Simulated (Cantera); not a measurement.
Charge: 1 mol CS₂, 0.32 mol SO₂, 8 mol H₂, held at 2300 K and 0.0460 bar.

Method: chemical equilibrium by Gibbs-energy minimisation in Cantera with the NASA 1993 tables (ideal gas, pure condensed phases). Candidate condensed phases: C, C₆H₆, C₇H₈, C₈H₁₈, H₂O, H₂SO₄, S; 123 gas species. Kinetics and transport are ignored.

Base state: H₂ 0.742, CO 0.0629, S₂ 0.0619, H 0.0389, SH 0.0273, CS 0.0258, S 0.0204, H₂S 0.0115 (mole fractions); condensed: gas only.

What changes in the equilibrium state with this change: pressure from 0.0460 bar to 0.000260 bar?


```
species   before     after
-------  -------  --------
H₂         0.742     0.406
H         0.0389     0.383
S         0.0204     0.116
H₂S       0.0115  0.000202
S₂        0.0619    0.0113
SH        0.0273   0.00863
CO        0.0629    0.0482
CS        0.0258    0.0268
COS      3.72e-5   9.14e-7
CS₂      0.00960  0.000320
```
